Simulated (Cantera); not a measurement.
# Adiabatic ignition

An adiabatic, constant-pressure homogeneous reactor starts with 5.58 % CH4, 0.357 % CO, 10.3 % O2, 83.7 % N2, at 1100 K and 1000000 Pa.

Detailed kinetics in Cantera: GRI-Mech 3.0 (53 species, 325 reactions).

| t (s) | T (K) | x CH4 | x CO | x O2 | x N2O | x NO |
|---|---|---|---|---|---|---|
| 9.00e-6 | 1100 | 0.0558 | 0.00357 | 0.103 | <1e-12 | <1e-12 |
| 2.06e-5 | 1100 | 0.0558 | 0.00357 | 0.103 | <1e-12 | <1e-12 |
| 4.73e-5 | 1100 | 0.0558 | 0.00357 | 0.103 | <1e-12 | <1e-12 |
| 0.000109 | 1100 | 0.0558 | 0.00357 | 0.103 | <1e-12 | <1e-12 |
| 0.000249 | 1100 | 0.0558 | 0.00357 | 0.103 | <1e-12 | <1e-12 |
| 0.000571 | 1100 | 0.0558 | 0.00357 | 0.103 | <1e-12 | <1e-12 |
| 0.00131 | 1100 | 0.0558 | 0.00357 | 0.103 | 3.30e-12 | <1e-12 |
| 0.00300 | 1100 | 0.0558 | 0.00357 | 0.103 | 1.12e-11 | <1e-12 |
| 0.00688 | 1100 | 0.0558 | 0.00357 | 0.103 | 3.67e-11 | <1e-12 |
| 0.0158 | 1101 | 0.0557 | 0.00358 | 0.103 | 1.49e-10 | <1e-12 |
| 0.0362 | 1113 | 0.0540 | 0.00395 | 0.102 | 1.44e-9 | <1e-12 |
| 0.0829 | 2161 | <1e-12 | 0.0140 | 2.19e-5 | 2.09e-8 | 6.49e-5 |
| 0.190 | 2161 | <1e-12 | 0.0140 | 2.17e-5 | 2.16e-8 | 0.000111 |
| 0.436 | 2161 | <1e-12 | 0.0140 | 2.16e-5 | 2.18e-8 | 0.000120 |
| 1.00 | 2161 | <1e-12 | 0.0140 | 2.16e-5 | 2.18e-8 | 0.000121 |
x: mole fraction; the columns are a selection and need not sum to one.

| Property | Value |
|---|---|
| time of steepest temperature rise | 41.8 ms |
| temperature at 1.00 s | 2161 K |
| equilibrium temperature | 2161 K |
| x(CH4) at 1.00 s | <1e-12 (gas-phase equilibrium <1e-12) |
| x(CO) at 1.00 s | 0.0140 (gas-phase equilibrium 0.0140) |
| x(O2) at 1.00 s | 2.16e-5 (gas-phase equilibrium 2.16e-5) |
